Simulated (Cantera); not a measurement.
A freely propagating, adiabatic, planar premixed flame of H2 : O2 : N2 = 1 : 0.357 : 1.34 (molar parts), equivalence ratio 1.4, unburnt at 625 K and 5.00 bar; mixture-averaged transport, grid criteria slope 0.08 and curve 0.16, no radiation.

Cantera simulation using the H2/O2 subset of GRI-Mech 3.0, which has no nitrogen chemistry; the numbers are that mechanism's predictions, not measurements. The hydrogen kinetics of GRI-Mech 3.0 are dated; newer H2 mechanisms differ, most at raised pressure. Burning velocities carry a grid error of a few per cent, more on coarse grids.

Problem. How do the results move with these cheaper or finer settings: unity-Lewis-number transport; multicomponent transport; multicomponent+Soret transport; grid criteria slope 0.5, curve 1; grid criteria slope 0.25, curve 0.5; grid criteria slope 0.03, curve 0.06?

Solution. 
| setting | laminar burning velocity | thermal thickness | peak x(H) | peak x(O) | grid points |
|---|---|---|---|---|---|
| as above | 977 cm/s | 0.0576 mm | 0.0571 | 0.00599 | 114 |
| unity-Lewis-number transport | 639 cm/s | 0.0503 mm | 0.0610 | 0.00549 | 103 |
| multicomponent transport | 960 cm/s | 0.0575 mm | 0.0570 | 0.00592 | 114 |
| multicomponent+Soret transport | 913 cm/s | 0.0564 mm | 0.0556 | 0.00593 | 114 |
| grid criteria slope 0.5, curve 1 | 1060 cm/s | 0.0728 mm | 0.0590 | 0.00625 | 42 |
| grid criteria slope 0.25, curve 0.5 | 1020 cm/s | 0.0639 mm | 0.0584 | 0.00608 | 49 |
| grid criteria slope 0.03, curve 0.06 | 970 cm/s | 0.0561 mm | 0.0569 | 0.00602 | 248 |
Unity Lewis numbers drop preferential diffusion, which matters most where H2 and H carry the flame; Soret adds thermal diffusion.
